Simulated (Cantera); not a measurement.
Input: 1 mol B₂O₃, 19 mol NH₃, 5.5 mol H₂, at 2173.15 K and 97.5 Torr.

These are equilibrium values from Cantera (NASA tables, ideal gas, pure condensed phases), not measurements of a reactor. Equilibrium is a limit: real reactors are often held back by kinetics, nucleation or transport.

| species | before | after |
|---|---|---|
| H₂ | 0.732 | 0.658 |
| N₂ | 0.212 | 0.202 |
| H | 0.0115 | 0.0924 |
| BO | 0.00346 | 0.0165 |
| HBO | 0.0178 | 0.00949 |
| HBO₂ | 0.0128 | 0.0111 |
| O | 1.17e-7 | 1.38e-5 |
| OH | 1.07e-5 | 0.000140 |
| BO₂ | 3.24e-5 | 0.000252 |
| B₂O₂ | 0.000926 | 0.000294 |
| B₂O₃ | 0.00434 | 0.00224 |
| H₂O | 0.00510 | 0.00746 |
Gas species are given as mole fractions.

Question: Name the change that produced these shifts.
A) temperature from 2173.15 K to 2400 K
B) pressure from 97.5 Torr to 1.35 Torr
C) temperature from 2173.15 K to 1350 K
D) temperature from 2173.15 K to 2075 K

Answer: B, pressure from 97.5 Torr to 1.35 Torr
